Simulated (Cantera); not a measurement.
A Cantera script and its output.

```python
import numpy as np
import cantera as ct

surf = ct.Interface("diamond.yaml", "diamond_100")
gas, bulk = surf.adjacent["gas"], surf.adjacent["diamond"]
k = surf.kinetics_species_index(bulk.species_names[0])
cover = ["c6HH", "c6H*", "c6*H", "c6**", "c6HM", "c6B"]

rows, drift = [], 0.0
print(f"{'P':>10s}{'um/h':>11s}" + "".join(f"{s:>11s}" for s in cover))
for v in [520, 980, 1900, 3500, 6600, 13000, 24000, 45000]:
    T, P, xH, xCH3 = 1250, v, 0.015, 4.6e-05
    gas.TPX = T, P, {"H": xH, "CH3": xCH3, "CH4": 0.0033, "H2": 1 - xH - xCH3 - 0.0033}
    surf.TP = bulk.TP = T, P
    surf.coverages = "c6H*:0.1, c6HH:0.9"
    surf.advance_coverages(100.0)
    before = surf.coverages
    surf.advance_coverages(100.0)
    drift = max(drift, np.max(np.abs(surf.coverages - before) / (surf.coverages + 1e-9)))
    rate = surf.net_production_rates[k] * bulk.mean_molecular_weight / bulk.density * 3.6e9
    rows.append([rate, *surf[cover].coverages])
    print(f"{v:10.4g}{rate:11.4e}" + "".join(f"{x:11.3e}" for x in rows[-1][1:]))
```

It prints:

```
         P       um/h       c6HH       c6H*       c6*H       c6**       c6HM        c6B
       520 3.7833e-02  4.071e-01  4.386e-02  5.110e-01  3.797e-02  3.104e-05  1.027e-10
       980 9.1128e-02  4.071e-01  4.388e-02  5.110e-01  3.797e-02  5.646e-05  2.473e-10
      1900 2.4373e-01  4.070e-01  4.390e-02  5.109e-01  3.798e-02  1.017e-04  6.614e-10
      3500 6.2450e-01  4.070e-01  4.395e-02  5.108e-01  3.799e-02  1.664e-04  1.695e-09
      6600 1.6436e+00  4.069e-01  4.404e-02  5.106e-01  3.801e-02  2.577e-04  4.460e-09
   1.3e+04 4.3725e+00  4.068e-01  4.423e-02  5.102e-01  3.806e-02  3.706e-04  1.186e-08
   2.4e+04 9.8757e+00  4.067e-01  4.457e-02  5.097e-01  3.815e-02  4.678e-04  2.680e-08
   4.5e+04 2.1307e+01  4.066e-01  4.522e-02  5.089e-01  3.833e-02  5.480e-04  5.782e-08
```

Model: the Harris–Goodwin 1993 mechanism for the reconstructed diamond (100) surface, integrated in Cantera.
